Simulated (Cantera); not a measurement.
An adiabatic, constant-pressure homogeneous reactor starts with 4.35 % CO, 0.196 % H2, 2.57 % CH4, 19.0 % O2, 71.4 % N2, 2.44 % H2O, at 1525 K and 1300000 Pa.

Detailed kinetics in Cantera: GRI-Mech 3.0 (53 species, 325 reactions). The pressure lies above the range GRI-Mech 3.0 was tuned for (to about 10 atm).

Q: Predict: time of steepest temperature rise; temperature at 8.00 s; equilibrium temperature; x(CO) at 8.00 s; x(H2) at 8.00 s; x(N2O) at 8.00 s; x(HO2) at 8.00 s.

A: 
```
Quantity                                                               Value
---------------------------------  -----------------------------------------
time of steepest temperature rise                                    59.0 µs
temperature at 8.00 s                                                 2347 K
equilibrium temperature                                               2347 K
x(CO) at 8.00 s                    0.000905 (gas-phase equilibrium 0.000905)
x(H2) at 8.00 s                    0.000175 (gas-phase equilibrium 0.000175)
x(N2O) at 8.00 s                     2.32e-6 (gas-phase equilibrium 2.32e-6)
x(HO2) at 8.00 s                     9.77e-6 (gas-phase equilibrium 9.77e-6)
```
